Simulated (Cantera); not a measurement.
## Thermodynamics of roasting and sulfation, feed Fe2O3 + SO2 + H2O

A closed system holds: 1 mol Fe2O3, 1.9 mol SO2, 7.7 mol H2O, at 7.50 Torr.

Cantera equilibrium calculation (NASA polynomials, part measured and part estimated; ideal gas, pure solids and liquids). Candidate condensed phases: Fe, FeO, Fe(OH)2, Fe(OH)3, FeS, FeSO4, FeS2, Fe2O3, Fe2(SO4)3, Fe3O4, H2O, H2SO4, S; 22 gas species. Mutual solubility and eutectic melting of coexisting phases are not modelled. Kinetics and transport are ignored.

```json
[
 {"T (°C)": "1027", "x H2O": "0.801", "x SO2": "0.197", "x O2": "0.00165", "x OH": "2.80e-5", "x SO3": "9.81e-5", "n Fe2O3(s)": "0.902", "n Fe3O4(s)": "0.0654"},
 {"T (°C)": "1052", "x H2O": "0.799", "x SO2": "0.197", "x O2": "0.00375", "x OH": "4.56e-5", "x SO3": "0.000125", "n Fe2O3(s)": "0.779", "n Fe3O4(s)": "0.147"},
 {"T (°C)": "1077", "x H2O": "0.795", "x SO2": "0.196", "x O2": "0.00824", "x OH": "7.28e-5", "x SO3": "0.000156", "n Fe2O3(s)": "0.516", "n Fe3O4(s)": "0.323"},
 {"T (°C)": "1102", "x H2O": "0.788", "x SO2": "0.194", "x O2": "0.0170", "x OH": "0.000113", "x SO3": "0.000190", "n Fe2O3(s)": "0", "n Fe3O4(s)": "0.667"},
 {"T (°C)": "1127", "x H2O": "0.788", "x SO2": "0.194", "x O2": "0.0170", "x OH": "0.000146", "x SO3": "0.000164", "n Fe2O3(s)": "0", "n Fe3O4(s)": "0.667"},
 {"T (°C)": "1152", "x H2O": "0.788", "x SO2": "0.194", "x O2": "0.0170", "x OH": "0.000186", "x SO3": "0.000142", "n Fe2O3(s)": "0", "n Fe3O4(s)": "0.667"},
 {"T (°C)": "1177", "x H2O": "0.788", "x SO2": "0.194", "x O2": "0.0170", "x OH": "0.000236", "x SO3": "0.000123", "n Fe2O3(s)": "0", "n Fe3O4(s)": "0.667"},
 {"T (°C)": "1202", "x H2O": "0.788", "x SO2": "0.194", "x O2": "0.0170", "x OH": "0.000297", "x SO3": "0.000108", "n Fe2O3(s)": "0", "n Fe3O4(s)": "0.667"},
 {"T (°C)": "1227", "x H2O": "0.788", "x SO2": "0.194", "x O2": "0.0170", "x OH": "0.000370", "x SO3": "9.47e-5", "n Fe2O3(s)": "0", "n Fe3O4(s)": "0.667"}
]
```
x: gas mole fraction; n: condensed amount in mol.

From 1027 °C to 1077 °C the condensed part is Fe2O3(s) + Fe3O4(s). From 1102 °C to 1227 °C the condensed part is Fe3O4(s). The main Fe-bearing gas is Fe(OH)2 throughout.
